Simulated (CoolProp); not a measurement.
Vapour-liquid equilibrium of R1234yf (1) + isobutane (2) at 54.15 °C; x and y are mole fractions of (1).

The numbers come from the multi-fluid Helmholtz-energy mixture model, Lemmon 2022 and Bücker 2006; pair parameters Bell 2016 in CoolProp.

Problem. Give the bubble pressure and the first vapour's composition at x = 0.2, 0.5, 0.65. Is there an azeotrope?

Solution. x = 0.2: 10.86 bar, y = 0.374; x = 0.5: 13.27 bar, y = 0.606; x = 0.65: 13.96 bar, y = 0.705. y crosses x between x = 0.875 and 0.95: the model has an azeotrope there.

Pair parameters are fitted to limited data, so mixtures are less certain than the pure fluids.
